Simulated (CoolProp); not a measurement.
Computed with CoolProp (reference Helmholtz-energy equation of state, Lemmon 2006). It is a short technical equation, of lower accuracy than the large ones.

### Question
For n-decane, give the phase and the Z, cv (kJ/(kg K)), speed of sound (m/s), isothermal compressibility (1/MPa) at 387.7 K and 8870 kPa; 406.5 K and 8870 kPa.

### Answer
- 387.7 K and 8870 kPa: liquid; Z 0.587, cv 2.14, speed of sound 984, isothermal compressibility 0.00184
- 406.5 K and 8870 kPa: liquid; Z 0.572, cv 2.21, speed of sound 927, isothermal compressibility 0.00210
